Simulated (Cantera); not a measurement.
Gas mixture: 73.6 % N2, 26.4 % C2H4, at 101000 Pa, frozen composition.

Cantera's kinetic-theory transport with the Lennard-Jones parameters of GRI-Mech 3.0, ideal gas; thermal conductivity in the mixture-averaged form. The composition is frozen, though it would react at the higher temperatures.

One state of this run: ρ (kg/m³) = 0.207; cp (J/kg/K) = 1991; μ (µPa s) = 52.2; λ (mW/m/K) = 126; Pr = 0.824; D (cm²/s) NO = 3.48; D (cm²/s) OH = 5.33; D (cm²/s) N2 = 3.11. D: mixture-averaged diffusion coefficient of that species in the mixture.

Q: Which value of T (K) does it belong to?
A) 1150
B) 1650
C) 900
D) 2150

A: B, 1650
